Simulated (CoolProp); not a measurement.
Vapour-liquid equilibrium of CHF3 (R23) (1) + R152A (2) at -50.45 °C; x and y are mole fractions of (1).

Model: multi-fluid Helmholtz-energy mixture model, Penoncello 2003 and Outcalt 1996; pair parameters Bell 2016, in CoolProp.

| x | bubble pressure, mixture model (bar) | bubble pressure, Raoult's law (bar) | y, mixture model | y, Raoult's law |
|---|---|---|---|---|
| 0.05 | 0.4477 | 0.4890 | … | 0.481 |
| 0.2 | 1.029 | 1.154 | … | 0.815 |
| 0.35 | … | 1.819 | … | 0.905 |
| 0.5 | … | 2.485 | … | 0.946 |
| 0.65 | … | 3.150 | 0.965 | 0.970 |
| 0.8 | 3.729 | 3.815 | 0.983 | 0.986 |
| 0.95 | … | 4.480 | 0.996 | 0.997 |

Task: Complete the blanks.

Result: 
- 0.05, y, mixture model: 0.427
- 0.2, y, mixture model: 0.784
- 0.35, bubble pressure, mixture model (bar): 1.661
- 0.35, y, mixture model: 0.889
- 0.5, bubble pressure, mixture model (bar): 2.329
- 0.5, y, mixture model: 0.938
- 0.65, bubble pressure, mixture model (bar): 3.022
- 0.95, bubble pressure, mixture model (bar): 4.454

The largest gap from Raoult's law is -10.8 % in bubble pressure, at x = 0.2. No azeotrope shows between x = 0.05 and 0.95.

Pair parameters are fitted to limited data, so mixtures are less certain than the pure fluids.
